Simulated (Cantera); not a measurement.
A jet of CH4 : O2 : N2 = 0.037 : 0.14 : 0.79 (molar parts) at 300 K and 353 Torr hits a platinum plate 6.5 cm away at a mass flux of 0.11 kg/m²/s; the plate temperature is set and raised in steps from an oxygen-covered start.

Model: Deutschmann's 1995 Pt surface mechanism with GRI-Mech 3.0 gas chemistry, integrated in Cantera. Catalytic surfaces can have several steady states; this one follows from the mechanism file's or the stated starting coverage.

One state of this run: wall x CH4 = <1e-8; wall x O2 = 0.0653; wall x H2O = 0.0734; wall x OH = 1.08e-5; wall x CO = 4.99e-7; wall x CO2 = 0.0433; θ free Pt = 0.611; θ O* = 0.388; θ OH* = 0.00179. x: mole fraction at the wall; θ: surface coverage.

### Question
Which value of plate T (K) does it belong to?
A) 1300
B) 1100
C) 950
D) 1250

### Answer
A, 1300
